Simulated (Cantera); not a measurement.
Input: 1 mol PbO, a varied amount of CH4, 0.28 mol CO, held at 1102 °C and 1 atm.

Equilibrium computed with Cantera from the NASA thermochemical tables; the gas is ideal and each condensed phase is pure. Candidate condensed phases: C, C6H6, C7H8, C8H18, H2O, Pb, PbO, PbO2, Pb3O4; 113 gas species. The numbers say what is thermodynamically allowed, not how fast it happens.

**Question.** At 0.99 mol CH4, list the 5 most abundant gas species with their mole fractions, and the condensed phases.

**Answer.** H2 0.602, CO 0.387, Pb 0.00648, H2O 0.00286, CO2 0.000891. Condensed: Pb(l).
